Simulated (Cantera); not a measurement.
# Premixed flame

A freely propagating, adiabatic, planar premixed flame of CH4 : O2 : N2 = 1 : 1.82 : 6.91 (molar parts), unburnt at 375 K and 105 Torr; mixture-averaged transport, grid criteria slope 0.08 and curve 0.16, no radiation.

Cantera simulation using GRI-Mech 3.0 (53 species, 325 reactions); the numbers are that mechanism's predictions, not measurements. Burning velocities carry a grid error of a few per cent, more on coarse grids.

```json
[
 {"z (mm)": "-6.41", "T (K)": "375", "u (m/s)": "0.834", "x CH4": "0.103", "x O2": "0.187", "x H": "<1e-8", "x HO2": "1.29e-8", "x C2H6": "<1e-8", "x HCO": "<1e-8"},
 {"z (mm)": "-4.27", "T (K)": "375", "u (m/s)": "0.836", "x CH4": "0.103", "x O2": "0.187", "x H": "<1e-8", "x HO2": "3.90e-7", "x C2H6": "5.50e-8", "x HCO": "<1e-8"},
 {"z (mm)": "-3.21", "T (K)": "378", "u (m/s)": "0.845", "x CH4": "0.102", "x O2": "0.186", "x H": "<1e-8", "x HO2": "3.51e-6", "x C2H6": "8.39e-7", "x HCO": "<1e-8"},
 {"z (mm)": "-2.14", "T (K)": "424", "u (m/s)": "0.953", "x CH4": "0.0988", "x O2": "0.183", "x H": "4.98e-6", "x HO2": "4.48e-5", "x C2H6": "3.65e-5", "x HCO": "<1e-8"},
 {"z (mm)": "-1.07", "T (K)": "850", "u (m/s)": "1.95", "x CH4": "0.0720", "x O2": "0.151", "x H": "0.000487", "x HO2": "4.62e-5", "x C2H6": "0.000904", "x HCO": "6.92e-7"},
 {"z (mm)": "-0.534", "T (K)": "1283", "u (m/s)": "2.99", "x CH4": "0.0396", "x O2": "0.108", "x H": "0.00183", "x HO2": "0.000105", "x C2H6": "0.000952", "x HCO": "2.17e-5"},
 {"z (mm)": "0", "T (K)": "1668", "u (m/s)": "3.92", "x CH4": "0.0103", "x O2": "0.0600", "x H": "0.00564", "x HO2": "8.17e-5", "x C2H6": "9.03e-5", "x HCO": "8.24e-5"},
 {"z (mm)": "0.534", "T (K)": "1827", "u (m/s)": "4.31", "x CH4": "0.00101", "x O2": "0.0309", "x H": "0.0106", "x HO2": "1.07e-5", "x C2H6": "6.68e-7", "x HCO": "3.24e-5"},
 {"z (mm)": "1.07", "T (K)": "1860", "u (m/s)": "4.38", "x CH4": "5.33e-5", "x O2": "0.0198", "x H": "0.0137", "x HO2": "1.50e-6", "x C2H6": "<1e-8", "x HCO": "2.65e-6"},
 {"z (mm)": "2.14", "T (K)": "1881", "u (m/s)": "4.40", "x CH4": "1.34e-7", "x O2": "0.0145", "x H": "0.0155", "x HO2": "8.62e-7", "x C2H6": "<1e-8", "x HCO": "3.18e-8"},
 {"z (mm)": "4.27", "T (K)": "1901", "u (m/s)": "4.44", "x CH4": "<1e-8", "x O2": "0.0128", "x H": "0.0153", "x HO2": "7.58e-7", "x C2H6": "<1e-8", "x HCO": "2.06e-8"},
 {"z (mm)": "8.55", "T (K)": "1930", "u (m/s)": "4.49", "x CH4": "<1e-8", "x O2": "0.0119", "x H": "0.0139", "x HO2": "6.85e-7", "x C2H6": "<1e-8", "x HCO": "1.79e-8"},
 {"z (mm)": "17.1", "T (K)": "1972", "u (m/s)": "4.58", "x CH4": "<1e-8", "x O2": "0.0106", "x H": "0.0116", "x HO2": "5.92e-7", "x C2H6": "<1e-8", "x HCO": "1.44e-8"}
]
```
x: mole fraction of selected species; z is measured from the peak of heat release.

The laminar burning velocity is 83.4 cm/s and the thermal thickness is 2.14 mm. The peak x(H) comes out as 0.0156 and the peak x(HO2) is 0.000120. The peak x(C2H6) is 0.00118. The peak x(HCO) comes out as 8.28e-5.
